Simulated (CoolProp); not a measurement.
Propylene along the isobar 4.74 MPa: Z from the reference equation and from simpler models built on Tc = 364.2 K, pc = 4.555 MPa, ω = 0.146; each cubic takes its own stable root.

Values from CoolProp's reference Helmholtz-energy equation of state, Lemmon 2013.

| T (K) | phase | reference |
|---|---|---|
| 260.7 | liquid | 0.1611 |
| 280.4 | liquid | 0.1572 |
| 300.1 | liquid | 0.1554 |
| 319.8 | liquid | 0.1564 |
| 339.5 | liquid | 0.1623 |
| 359.1 | liquid | 0.1842 |
| 378.8 | supercritical | 0.5598 |
| 398.5 | supercritical | 0.6737 |
| 418.2 | supercritical | 0.7408 |
| 437.8 | supercritical | 0.7877 |
| 457.5 | supercritical | 0.8233 |

Problem. How far does each simpler model (van der Waals, Redlich-Kwong, Soave-Redlich-Kwong) lie from the reference over these 11 states: mean and median of the absolute difference, and the worst?

Solution. 
- van der Waals: mean 30.0 %, median 51.2 %, worst +54.8 % at 260.7 K and 4.74 MPa
- Redlich-Kwong: mean 8.0 %, median 8.4 %, worst +23.4 % at 359.1 K and 4.74 MPa
- Soave-Redlich-Kwong: mean 7.0 %, median 6.5 %, worst +21.9 % at 359.1 K and 4.74 MPa
